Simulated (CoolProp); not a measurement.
Computed with CoolProp (reference Helmholtz-energy equation of state, Akasaka 2023).

Problem. For R1224YDZ, give the phase and the Z, cp (kJ/(kg K)), cv (kJ/(kg K)), speed of sound (m/s) at 265.2 K and 2.96 bar; 277.4 K and 2.96 bar; 313.9 K and 2.96 bar.

Solution. 
- 265.2 K and 2.96 bar: liquid; Z 0.0138, cp 1.09, cv 0.770, speed of sound 745
- 277.4 K and 2.96 bar: liquid; Z 0.0135, cp 1.11, cv 0.786, speed of sound 698
- 313.9 K and 2.96 bar: liquid; Z 0.0128, cp 1.18, cv 0.836, speed of sound 558
